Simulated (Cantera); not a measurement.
# Ammonia decomposition in nitride growth gas

An isothermal, constant-pressure homogeneous reactor starts with 64.5 % NH3, 35.5 % H2, at 1873 K and 13300 Pa.

Cantera simulation using the gas-phase N/H chemistry of the illustrative SiF4/NH3 mechanism in the Surface Chemkin manual (1991); the numbers are that mechanism's predictions, not measurements. Walls and surfaces, which speed up NH3 decomposition in real reactors, are not modelled.

```
t (s)        x NH3   x H2       x H    x N2H4     x NH2
--------  --------  -----  --------  --------  --------
2.00e-5      0.645  0.355   1.46e-6  7.49e-12   6.86e-6
7.66e-5      0.645  0.355   5.36e-6  1.26e-10   2.65e-5
0.000294     0.645  0.355   2.02e-5   1.88e-9  0.000101
0.00112      0.645  0.355   6.93e-5   2.25e-8  0.000348
0.00431      0.642  0.357  0.000104   4.97e-8  0.000517
0.0165       0.632  0.364  0.000107   4.88e-8  0.000512
0.0632       0.596  0.389  0.000117   4.52e-8  0.000493
0.242        0.480  0.469  0.000152   3.41e-8  0.000428
0.928        0.238  0.638  0.000262   1.35e-8  0.000270
3.56        0.0327  0.781  0.000611  9.31e-10   7.08e-5
13.6      0.000486  0.802   0.00157  1.28e-12   2.64e-6
52.2       6.57e-5  0.802   0.00159    <1e-12   3.61e-7
200        1.52e-5  0.802   0.00159    <1e-12   8.34e-8
```
x: mole fraction; the columns are a selection and need not sum to one.

Equilibrium at this temperature and pressure: NH3 1.06e-6, H2 0.802, H 0.00159, N2H4 <1e-12, NH2 5.84e-9 (gas phase only).
